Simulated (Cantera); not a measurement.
Input: 1 mol CH3F, 0.43 mol H2, held at 1602 °C and 0.110 bar.

These are equilibrium values from Cantera (NASA tables, ideal gas, pure condensed phases), not measurements of a reactor. Candidate condensed phases: C, C6H6, C7H8, C8H18; 95 gas species. The numbers say what is thermodynamically allowed, not how fast it happens.

Base state: H2 0.587, HF 0.411, H 0.00151, C2H2 (acetylene) 0.000186, CH4 2.30e-5 (mole fractions); condensed: C(graphite).

Question: What changes in the equilibrium state with this change: temperature from 1602 °C to 2102 °C?

Answer: 
```
species             before    after
----------------  --------  -------
H2                   0.587    0.560
HF                   0.411    0.405
H                  0.00151   0.0318
C2H                5.70e-9  1.07e-5
F                  2.54e-7  3.41e-5
C2H2 (acetylene)  0.000186  0.00348
CH4                2.30e-5  6.41e-6
C(graphite), mol     0.999    0.983
```
